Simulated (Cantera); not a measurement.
A perfectly stirred reactor is fed with 61.3 % NH3, 38.7 % N2, at 12.0 Torr; it is held at 2350 K, and followed from long to short residence time.

Detailed kinetics in Cantera: the gas-phase N/H chemistry of the illustrative SiF4/NH3 mechanism in the Surface Chemkin manual (1991). Walls and surfaces, which speed up NH3 decomposition in real reactors, are not modelled.

x: mole fraction; the columns are a selection and need not sum to one.

| τ (s) | x NH3 | x N2H4 | x N2H2 | x NH2 | x NH | x N2 | x H2 |
|---|---|---|---|---|---|---|---|
| 19 | 4.42e-5 | <1e-12 | 2.56e-9 | 1.17e-5 | 2.00e-5 | 0.420 | 0.535 |
| 5.3 | 0.00292 | 1.06e-11 | 8.48e-8 | 0.000125 | 3.43e-5 | 0.428 | 0.562 |
| 1.5 | 0.0195 | 1.05e-10 | 4.45e-7 | 0.000395 | 4.99e-5 | 0.427 | 0.549 |
| 0.42 | 0.0685 | 5.77e-10 | 1.73e-6 | 0.000926 | 7.52e-5 | 0.424 | 0.504 |
| 0.12 | 0.184 | [?] | 5.49e-6 | 0.00187 | 0.000104 | 0.416 | 0.397 |
| 0.033 | 0.372 | [?] | 1.32e-5 | 0.00319 | 0.000121 | 0.402 | 0.222 |
| 0.0091 | 0.523 | [?] | 1.97e-5 | 0.00441 | 0.000104 | 0.391 | 0.0806 |
| 0.0026 | 0.587 | [?] | 1.74e-5 | 0.00473 | 6.89e-5 | 0.387 | 0.0208 |

### Question
Complete the blanks.

### Answer

- 0.12, x N2H4: 2.35e-9
- 0.033, x N2H4: 6.86e-9
- 0.0091, x N2H4: 1.31e-8
- 0.0026, x N2H4: 1.51e-8
